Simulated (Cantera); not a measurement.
A perfectly stirred reactor is fed with 17.9 % H₂, 14.9 % O₂, 67.2 % N₂, at 128 Torr; it is held at 1050 K, and followed from long to short residence time.

Computed with Cantera and GRI-Mech 3.0 (53 species, 325 reactions). The temperature is held fixed by assumption; the heat of reaction is taken as removed at once.

One state of this run: x H₂ = 0.000578; x O₂ = 0.0658; x N₂O = 1.09e-7; x H₂O₂ = 9.88e-7; x H₂O = 0.196; x O = 5.01e-5. x: mole fraction; the columns are a selection and need not sum to one.

**Question.** Which value of τ (s) does it belong to?
(A) 0.11
(B) 3.3
(C) 0.011
(D) 1.1

**Answer.** D, 1.1
